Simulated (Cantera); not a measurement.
Mixture: CO : H₂ : O₂ : N₂ = 1 : 0.066 : 0.573 : 2.15 (molar parts), at 20300 Torr, adiabatic and at constant pressure. Ignition delay is the time to a rise of 400 K.

Detailed kinetics in Cantera: GRI-Mech 3.0 (53 species, 325 reactions). The hydrogen kinetics of GRI-Mech 3.0 are dated; newer H2 mechanisms differ, most at raised pressure. The pressure lies above the range GRI-Mech 3.0 was tuned for (to about 10 atm).

Task: Predict: delay at 1300 K; delay at 1375 K; delay at 1450 K; delay at 1525 K; delay at 1600 K; apparent activation energy between 1450 and 1600 K.

Result: 
| Quantity | Result |
|---|---|
| delay at 1300 K | 17.6 µs |
| delay at 1375 K | 7.61 µs |
| delay at 1450 K | 4.18 µs |
| delay at 1525 K | 2.77 µs |
| delay at 1600 K | 2.07 µs |
| apparent activation energy between 1450 and 1600 K | 90 kJ/mol |
